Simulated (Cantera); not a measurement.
## Low-pressure radical oxidation in H2/O2

A perfectly stirred reactor is fed with 1.09 % H₂, 98.8 % O₂, 0.148 % N₂, equivalence ratio 0.0055, at 0.0266 atm; it is held at 1325 K, and followed from long to short residence time.

Model: GRI-Mech 3.0 (53 species, 325 reactions), integrated in Cantera. Radical loss at walls, strong at low pressure, is not modelled.

```csv
τ (s),x H₂,x O₂,x H₂O₂,x H,x OH,x H₂O,x HO₂
8.5,6.71e-6,0.987,7.90e-9,3.07e-6,0.000247,0.0108,1.84e-7
3.1,1.21e-5,0.987,1.14e-8,8.13e-6,0.000342,0.0107,2.85e-7
1.1,2.20e-5,0.986,1.56e-8,2.13e-5,0.000472,0.0106,4.27e-7
0.41,3.86e-5,0.985,2.00e-8,5.02e-5,0.000631,0.0105,5.99e-7
0.15,6.88e-5,0.983,2.46e-8,0.000108,0.000821,0.0104,7.99e-7
0.054,0.000127,0.981,2.92e-8,0.000201,0.00103,0.0101,1.01e-6
0.020,0.000250,0.980,3.49e-8,0.000308,0.00124,0.00985,1.20e-6
0.0071,0.000553,0.979,4.45e-8,0.000419,0.00152,0.00935,1.40e-6
0.0026,0.00126,0.979,5.94e-8,0.000512,0.00186,0.00842,1.62e-6
0.00094,0.00293,0.980,7.37e-8,0.000526,0.00213,0.00661,1.77e-6
0.00034,0.00658,0.984,5.45e-8,0.000311,0.00165,0.00330,1.60e-6
```
x: mole fraction; the columns are a selection and need not sum to one.
